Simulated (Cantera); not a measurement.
Gas mixture: CH4 : CO2 : C2H2 = 0.66 : 0.45 : 0.36 (molar parts), at 1.00 bar, frozen composition.

Cantera's kinetic-theory transport with the Lennard-Jones parameters of GRI-Mech 3.0, ideal gas; thermal conductivity in the multicomponent form. The composition is frozen, though it would react at the higher temperatures.

One state of this run: ρ (kg/m³) = 0.232; cp (J/kg/K) = 2786; μ (µPa s) = 41.5; λ (mW/m/K) = 169; Pr = 0.685; D (cm²/s) NO = 2.62; D (cm²/s) CH4 = 2.63; D (cm²/s) CO2 = 2.34. D: mixture-averaged diffusion coefficient of that species in the mixture.

Q: Which value of T (K) does it belong to?
A) 1000
B) 1400
C) 400
D) 1800

A: B, 1400
